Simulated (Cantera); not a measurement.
A closed system holds: 1 mol CO, 3.5 mol CO2, 5.6 mol N2, held at 2973 K and 7.00 mbar.

Method: chemical equilibrium by Gibbs-energy minimisation in Cantera with the NASA 1993 tables (ideal gas, pure condensed phases). Candidate condensed phases: C; 24 gas species. Equilibrium is a limit: real reactors are often held back by kinetics, nucleation or transport.

Base state: N2 0.424, CO 0.331, O 0.194, O2 0.0247, CO2 0.0145, NO 0.0116, N 9.10e-5 (mole fractions); condensed: gas only.

Problem. What changes in the equilibrium state with this change: CO replaced by n-butane?

Solution. 
| species | before | after |
|---|---|---|
| H | 0 | 0.364 |
| CO | 0.331 | 0.323 |
| N2 | 0.424 | 0.251 |
| O | 0.194 | 3.55e-8 |
| H2 | 0 | 0.0439 |
| O2 | 0.0247 | <1e-9 |
| NO | 0.0116 | 1.64e-9 |
| CO2 | 0.0145 | 2.59e-9 |
| HCN | 0 | 0.00706 |
| CN | 1.44e-9 | 0.00588 |
| C | <1e-9 | 0.00197 |
| C3 | <1e-9 | 0.00146 |
| HNC | 0 | 0.00130 |
Further candidate phases: C6H6, C7H8, C8H18, H2O.
